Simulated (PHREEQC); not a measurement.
Dissolve 0.0022 mol Pb(NO3)2, 0.00038 mol HNO3 and 0.013 mol Zn(NO3)2 per kg of water at 10 °C. Closed to the air; pH follows from the charge balance.

All values are PHREEQC results (ion-association model, phreeqc.dat), not measurements.

Precipitation was switched off in this run.

**Question.** Predict the pH, specific conductance.

**Answer.** pH 3.48; specific conductance 2240 µS/cm.

**Question.** In which forms is N present?

**Answer.** NO3- 99 %, PbNO3+ 1.2 % of the N.

Species that the database lacks are ignored. At this temperature some constants are extrapolated from 25 °C, and those without enthalpy data are left unchanged.
